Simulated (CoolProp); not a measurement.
Vapour-liquid equilibrium of carbon dioxide (1) + R143a (2) at -22.45 °C; x and y are mole fractions of (1).

Model: multi-fluid Helmholtz-energy mixture model, Span 1996 and Lemmon and Jacobsen 2000; pair parameters Bell 2016, in CoolProp.

```tsv
x	bubble pressure, mixture model (MPa)	bubble pressure, Raoult's law (MPa)	y, mixture model	y, Raoult's law
0.05	0.3503	0.3648	0.203	0.250
0.15	0.4978	0.5185	0.483	0.528
0.25	0.6645	0.6722	0.648	0.679
0.35	0.8370	0.8259	0.749	0.773
0.45	1.005	0.9796	0.815	0.838
0.55	1.164	1.133	0.862	0.886
0.65	1.313	1.287	0.897	0.922
0.75	1.456	1.441	0.927	0.950
0.85	1.598	1.594	0.955	0.973
0.95	1.747	1.748	0.984	0.992
```

The largest gap from Raoult's law is -4.0 % in bubble pressure, at x = 0.15. No azeotrope shows between x = 0.05 and 0.95.

The pair parameters rest on a limited set of measurements; away from them the model extrapolates. The gap from Raoult's law changes sign with composition, which may be real or a fault of the pair parameters; it wasn't checked against measurements.
